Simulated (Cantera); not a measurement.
A perfectly stirred reactor is fed with CH4 : O2 : N2 = 1 : 1.33 : 5.01 (molar parts), equivalence ratio 1.5, at 67000 Pa; it is adiabatic with a 425 K inlet, and is followed from long to short residence time, starting on the burning branch (τ in s: 0.027, 0.014, 0.007, 0.0035, 0.0018, 0.0009, 0.00046, 0.00023, 0.00012, 5.9e-05).

Detailed kinetics in Cantera: GRI-Mech 3.0 (53 species, 325 reactions).

Problem. What does this change do: inlet temperature 425 to 798 K?

Solution. 
| quantity | before | after |
|---|---|---|
| blow-out, bracketed by the residence times tried | burning at 0.900 ms, out at 0.460 ms | burning at 0.230 ms, out at 0.120 ms |
| x(CH4) at τ = 27.0 ms | 0.00101 | 5.22e-5 |
| x(O2) at τ = 27.0 ms | 0.000525 | 0.000170 |
| x(C2H6) at τ = 27.0 ms | 5.19e-7 | 9.27e-10 |
| x(C2H2) at τ = 27.0 ms | 0.000444 | 1.80e-6 |
| x(CH2O) at τ = 27.0 ms | 1.07e-5 | 2.42e-6 |
| x(CH4) at τ = 0.900 ms | 0.00450 | 0.000660 |
| x(O2) at τ = 0.900 ms | 0.00850 | 0.00226 |
| x(C2H6) at τ = 0.900 ms | 2.48e-5 | 1.83e-7 |
| x(C2H2) at τ = 0.900 ms | 0.00188 | 0.000165 |
| x(CH2O) at τ = 0.900 ms | 0.000118 | 3.94e-5 |
